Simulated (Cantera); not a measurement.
A closed system holds: 1 mol SiO2, 2.2 mol C, 0.16 mol CO, 0.37 mol CH4, at 11.0 mbar.

Equilibrium computed with Cantera from the NASA thermochemical tables; the gas is ideal and each condensed phase is pure. Candidate condensed phases: C, C6H6, C7H8, C8H18, H2O, Si, SiC, SiO2; 123 gas species. Mutual solubility and eutectic melting of coexisting phases are not modelled. The tables hold silica as quartz up to 1696 K and as liquid above; real silica turns to tridymite and cristobalite and melts near 1996 K. The numbers say what is thermodynamically allowed, not how fast it happens.

Problem. Which condensed phases are stable at each of these points (T (°C)): 1325, 1350, 1375, 1400, 1425, 1450, 1475, 1500, 1525, 1550, 1575?

Solution. 
```csv
T (°C),condensed phases,Si condensed (%)
1325,SiC(s) + SiO2(β-quartz),82.8
1350,SiC(s),78.5
1375,SiC(s),78.5
1400,SiC(s),78.5
1425,SiC(s),78.5
1450,SiC(s),78.5
1475,SiC(s),78.5
1500,SiC(s),78.5
1525,SiC(s),78.5
1550,SiC(s),78.5
1575,SiC(s),78.5
```

At 1325 °C the condensed part is SiC(s) + SiO2(β-quartz). From 1350 °C to 1575 °C the condensed part is SiC(s).
